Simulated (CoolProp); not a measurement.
Vapour-liquid equilibrium of o-xylene (1) + n-nonane (2) at 422.6 K; x and y are mole fractions of (1).

The numbers come from the multi-fluid Helmholtz-energy mixture model, Zhou 2012 and Lemmon 2006; pair parameters Bell 2016 in CoolProp.

```csv
x,bubble pressure (MPa),y at the bubble point,dew pressure at overall composition x (MPa),liquid density (mol/L)
0.05,0.09964,0.066,0.09921,4.844
0.125,0.1022,0.159,0.1013,4.978
0.2,0.1046,0.246,0.1033,5.119
0.275,0.1068,0.327,0.1054,5.267
0.35,0.1088,0.403,0.1074,5.423
0.425,0.1105,0.475,0.1093,5.587
0.5,0.1121,0.543,0.1111,5.760
0.575,0.1134,0.610,0.1127,5.943
0.65,0.1144,0.676,0.1140,6.136
0.725,0.1152,0.741,0.1150,6.340
0.8,0.1158,0.808,0.1157,6.556
0.875,0.1160,0.876,0.1160,6.786
0.95,0.1159,0.949,0.1159,7.030
```

y crosses x between x = 0.875 and 0.95: the model has an azeotrope there.

Pair parameters are fitted to limited data, so mixtures are less certain than the pure fluids.
